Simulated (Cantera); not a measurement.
# Thermodynamics of abatement and gas-phase synthesis, feed NF₃ + SO₂ + H₂

Feed: 1 mol NF₃, 0.045 mol SO₂, 0.61 mol H₂, equilibrated at 13300 Pa.

Method: chemical equilibrium by Gibbs-energy minimisation in Cantera with the NASA 1993 tables (ideal gas, pure condensed phases). Candidate condensed phases: H₂O, H₂SO₄, S; 62 gas species. The tables' values for SOF₂ are old estimates; treat these amounts as uncertain. Kinetics and transport are ignored.

From 2427 °C to 2977 °C nothing is condensed.

```json
[
 {"T (°C)": "2427", "x F": "0.498", "x HF": "0.342", "x N₂": "0.140", "x O": "0.00433", "x S": "0.00126", "x SO": "0.00533", "x SO₂": "0.00522", "x H": "5.63e-5"},
 {"T (°C)": "2477", "x F": "0.498", "x HF": "0.342", "x N₂": "0.139", "x O": "0.00536", "x S": "0.00169", "x SO": "0.00572", "x SO₂": "0.00442", "x H": "9.10e-5"},
 {"T (°C)": "2527", "x F": "0.497", "x HF": "0.341", "x N₂": "0.139", "x O": "0.00652", "x S": "0.00220", "x SO": "0.00599", "x SO₂": "0.00364", "x H": "0.000145"},
 {"T (°C)": "2577", "x F": "0.497", "x HF": "0.340", "x N₂": "0.139", "x O": "0.00781", "x S": "0.00280", "x SO": "0.00611", "x SO₂": "0.00292", "x H": "0.000226"},
 {"T (°C)": "2627", "x F": "0.496", "x HF": "0.340", "x N₂": "0.139", "x O": "0.00920", "x S": "0.00350", "x SO": "0.00608", "x SO₂": "0.00228", "x H": "0.000348"},
 {"T (°C)": "2677", "x F": "0.496", "x HF": "0.339", "x N₂": "0.138", "x O": "0.0106", "x S": "0.00426", "x SO": "0.00588", "x SO₂": "0.00172", "x H": "0.000529"},
 {"T (°C)": "2727", "x F": "0.495", "x HF": "0.338", "x N₂": "0.138", "x O": "0.0121", "x S": "0.00507", "x SO": "0.00554", "x SO₂": "0.00126", "x H": "0.000791"},
 {"T (°C)": "2777", "x F": "0.495", "x HF": "0.337", "x N₂": "0.138", "x O": "0.0135", "x S": "0.00591", "x SO": "0.00508", "x SO₂": "0.000899", "x H": "0.00117"},
 {"T (°C)": "2827", "x F": "0.494", "x HF": "0.336", "x N₂": "0.138", "x O": "0.0149", "x S": "0.00675", "x SO": "0.00455", "x SO₂": "0.000621", "x H": "0.00170"},
 {"T (°C)": "2877", "x F": "0.494", "x HF": "0.335", "x N₂": "0.137", "x O": "0.0162", "x S": "0.00755", "x SO": "0.00397", "x SO₂": "0.000418", "x H": "0.00244"},
 {"T (°C)": "2927", "x F": "0.494", "x HF": "0.333", "x N₂": "0.137", "x O": "0.0174", "x S": "0.00829", "x SO": "0.00340", "x SO₂": "0.000274", "x H": "0.00347"},
 {"T (°C)": "2977", "x F": "0.495", "x HF": "0.331", "x N₂": "0.137", "x O": "0.0184", "x S": "0.00896", "x SO": "0.00285", "x SO₂": "0.000176", "x H": "0.00486"}
]
```
x: gas mole fraction; nothing condenses.
